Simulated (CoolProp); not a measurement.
Properties of normal hydrogen along the isobar 2.48 MPa.

Computed with CoolProp (reference Helmholtz-energy equation of state, Leachman 2009).

```csv
T (K),phase,density (kg/m³),speed of sound (m/s),viscosity (µPa s),conductivity (mW/(m K))
22,liquid,72.07,1191,14.1,108
40.2,supercritical,27.71,512.1,3.30,65.9
58.3,supercritical,11.62,(withheld),3.12,54.6
76.5,supercritical,8.146,736.4,3.62,62.3
94.6,supercritical,6.397,(withheld),4.13,71.8
112.8,supercritical,5.297,874.4,4.63,82.4
130.9,supercritical,4.537,929.8,5.11,(withheld)
149.1,supercritical,3.972,(withheld),5.57,105
167.2,supercritical,3.537,1030,6.02,117
185.4,supercritical,3.189,1077,6.45,128
203.5,supercritical,2.905,1122,6.87,139
221.6,supercritical,2.669,1165,7.28,149
```

**Question.** Some entries are withheld; supply them.

**Answer.** 
- 58.3, speed of sound (m/s): 637.7
- 94.6, speed of sound (m/s): 811.7
- 130.9, conductivity (mW/(m K)): 93.6
- 149.1, speed of sound (m/s): 981.4

Viscosity comes from a separate model (Muzny 2013). Thermal conductivity comes from a separate model (Assael 2011).
